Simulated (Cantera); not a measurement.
Input: 1 mol FeS2, 0.46 mol H2, held at 2050 K.

These are equilibrium values from Cantera (NASA tables, ideal gas, pure condensed phases), not measurements of a reactor. Candidate condensed phases: Fe, FeS, FeS2, S; 8 gas species. The numbers say what is thermodynamically allowed, not how fast it happens.

At 10.0 Pa, list the 6 most abundant gas species with their mole fractions, and the condensed phases.

Fe 0.348, S2 0.235, S 0.212, H2 0.115, H 0.0768, SH 0.0131. Condensed: gas only.
